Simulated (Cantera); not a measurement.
Standard-state values (1 bar) from the NASA 1993 polynomials, evaluated with Cantera. Values are per mole of reaction as written; species without (g) are pure solids or liquids, kept so even where they would boil at 1 bar.

Problem. Between 300 and 1025 K, where is each reaction favourable under standard conditions?
- SiH₄(g) + 4 F₂(g) → SiF₄(g) + 4 HF(g)

Solution. 
- SiH₄(g) + 4 F₂(g) → SiF₄(g) + 4 HF(g): ΔG° is -2728 kJ at 300 K and -2707 kJ at 1025 K; it stays negative (K > 1). ΔH° is -2737 kJ and ΔS° -30 J/K at 1025 K.
